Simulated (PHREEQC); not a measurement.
Consider water at 25 °C with 120 mmol/kgw H3PO4, 2.3 mmol/kgw HF and 1.6 mmol/kgw H3AsO4. Closed to the air; pH follows from the charge balance.

All values are PHREEQC results (ion-association model, wateq4f.dat), not measurements.

```
quantity                   before    after
------------------------  -------  -------
pH                           1.59     1.64
ionic strength (mol/kgw)   0.0290   0.0263
HF (mol/kgw)              0.00220  0.00223
F- (mol/kgw)              6.88e-5  5.28e-5
H2F2 (mol/kgw)            1.27e-5  6.19e-6
HF2- (mol/kgw)            5.86e-7  5.08e-7
```

Q: Name the change that produced these shifts.
(A) HF from 0.0023 to 0.00115 mol/kgw
(B) temperature from 25 to 15 °C
(C) H3AsO4 left out
(D) temperature from 25 to 45 °C
(E) H3PO4 left out

A: D, temperature from 25 to 45 °C

This is a speciation only: nothing precipitates in the calculation. H3PO4, which wateq4f.dat lacks, is added to it with the constant of phreeqc.dat. Constants without temperature data keep their 25 °C values here.
